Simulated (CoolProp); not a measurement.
Vapour pressure (MPa) of octamethyltrisiloxane (MDM): the reference equation beside estimates from Tc = 565.4 K, pc = 1.438 MPa, ω = 0.528.

Values from CoolProp's reference Helmholtz-energy equation of state, Thol 2017.

| T (K) | reference | van der Waals | Soave-Redlich-Kwong | Peng-Robinson |
|---|---|---|---|---|
| 309 | 0.0009843 | 0.07130 | 0.001034 | 0.001140 |
| 320.3 | 0.001875 | 0.08894 | 0.001937 | 0.002101 |
| 331.7 | 0.003395 | 0.1096 | 0.003461 | 0.003697 |
| 343.1 | 0.005842 | 0.1333 | 0.005897 | 0.006217 |
| 354.4 | 0.009572 | 0.1601 | 0.009590 | 0.009998 |
| 365.8 | 0.01514 | 0.1905 | 0.01509 | 0.01558 |
| 377.1 | 0.02301 | 0.2242 | 0.02286 | 0.02341 |
| 388.5 | 0.03403 | 0.2620 | 0.03374 | 0.03429 |
| 399.8 | 0.04875 | 0.3035 | 0.04831 | 0.04880 |
| 411.2 | 0.06830 | 0.3493 | 0.06772 | 0.06804 |

Absolute difference from the reference over all 10 rows, mean and median: van der Waals 2230.6 and 1365.4 %, Soave-Redlich-Kwong 1.5 and 0.9 %, Peng-Robinson 5.4 and 3.7 %.
